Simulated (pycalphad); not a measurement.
CALPHAD calculation (pycalphad, COST 507 light-alloy database (1999)), 1 atm. The data set is of 1999 and partly superseded.

# Al-2.13Si-2.29Mn (at.%): equilibrium cooling sequence

```csv
T (K),phases above,phases below
1002.9,liquid,ALMNSI_BETA + liquid
974.2,ALMNSI_BETA + liquid,ALMNSI_ALPHA + ALMNSI_BETA + liquid
970.9,ALMNSI_ALPHA + ALMNSI_BETA + liquid,ALMNSI_ALPHA + liquid
923.2,ALMNSI_ALPHA + liquid,ALMNSI_ALPHA + fcc + liquid
891.8,ALMNSI_ALPHA + fcc + liquid,ALMNSI_ALPHA + fcc
741.0,ALMNSI_ALPHA + fcc,ALMNSI_ALPHA + diamond (Si) + fcc
```

Changes were sought between steps of 50 K, so a narrower field can be missed.

Database names, with the compositions (at.%) that they take in these runs: ALMNSI_BETA: Al 70 Mn 23 Si 7; ALMNSI_ALPHA: Al 70-73 Mn 17 Si 9-13.
